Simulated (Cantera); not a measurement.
## Stirred combustor or abatement burner

A perfectly stirred reactor is fed with 6.58 % CH4, 22.3 % O2, 71.1 % N2, equivalence ratio 0.59, at 9.87 atm; it is adiabatic with a 725 K inlet, and is followed from long to short residence time, starting on the burning branch (τ in s: 0.063, 0.026, 0.011, 0.0045, 0.0019, 0.00078, 0.00032, 0.00013, 5.6e-05, 2.3e-05, 9.6e-06).

Computed with Cantera and GRI-Mech 3.0 (53 species, 325 reactions).

| τ (s) | T (K) | x CH4 | x O2 | x HCN | x H2O2 | x O |
|---|---|---|---|---|---|---|
| 0.063 | 2116 | 1.04e-6 | 0.0904 | 4.12e-8 | 3.35e-7 | 0.000152 |
| 0.026 | 2117 | 2.46e-6 | 0.0908 | 4.73e-8 | 3.40e-7 | 0.000158 |
| 0.011 | 2117 | 5.61e-6 | 0.0910 | 5.14e-8 | 3.49e-7 | 0.000167 |
| 0.0045 | 2116 | 1.28e-5 | 0.0911 | 5.58e-8 | 3.69e-7 | 0.000188 |
| 0.0019 | 2112 | 2.69e-5 | 0.0913 | 6.24e-8 | 4.08e-7 | 0.000232 |
| 0.00078 | 2103 | 5.45e-5 | 0.0916 | 7.47e-8 | 4.88e-7 | 0.000322 |
| 0.00032 | 2089 | 0.000106 | 0.0921 | 9.59e-8 | 6.30e-7 | 0.000484 |
| 0.00013 | 2062 | 0.000206 | 0.0933 | 1.31e-7 | 8.63e-7 | 0.000745 |
| 5.6e-5 | 2020 | 0.000410 | 0.0957 | 1.84e-7 | 1.20e-6 | 0.00105 |
| 2.3e-5 | 1929 | 0.00112 | 0.102 | 2.72e-7 | 1.92e-6 | 0.00115 |
| 9.6e-6 | 725 | 0.0658 | 0.223 | <1e-12 | <1e-12 | <1e-12 |
x: mole fraction; the columns are a selection and need not sum to one.
